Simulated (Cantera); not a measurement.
Charge: 1 mol SiHCl₃, 0.35 mol HCl, 11 mol H₂, at 1098 K and 20.0 mbar.

Cantera equilibrium calculation (NASA polynomials, part measured and part estimated; ideal gas, pure solids and liquids). Candidate condensed phases: Si; 19 gas species. The tables' values for SiCl₃ are old estimates; treat these amounts as uncertain. Rates play no part.

Base state: H₂ 0.889, HCl 0.0512, SiCl₄ 0.0395, SiHCl₃ 0.00999, SiCl₂ 0.00598, SiCl₃ 0.00410, SiH₂Cl₂ 0.000302 (mole fractions); condensed: Si(s).

What changes in the equilibrium state with this change: pressure from 20.0 mbar to 0.180 bar?


```csv
species,before,after
H₂,0.889,0.904
SiCl₄,0.0395,0.0420
HCl,0.0512,0.0303
SiHCl₃,0.00999,0.0183
SiH₃Cl,2.42e-6,1.31e-5
SiH₂Cl₂,0.000302,0.000950
SiCl₂,0.00598,0.00206
SiCl₃,0.00410,0.00248
"Si(s), mol",0.240,0.173
```
